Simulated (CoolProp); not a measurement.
The numbers come from the reference Helmholtz-energy equation of state, Bücker 2006 in CoolProp.

Task: Give the vapour pressure (MPa), liquid density (kg/m³), liquid cp (kJ/(kg K)), liquid viscosity (µPa s) of saturated ethane at 152.5, 221.5 K.

Result: 
| T (K) | p (MPa) | liquid density (kg/m³) | liquid cp (kJ/(kg K)) | liquid viscosity (µPa s) |
|---|---|---|---|---|
| 152.5 | 0.0119 | 582 | 2.34 | 259 |
| 221.5 | 0.520 | 494 | 2.66 | 108 |

Viscosity comes from a separate model (Friend 1991).
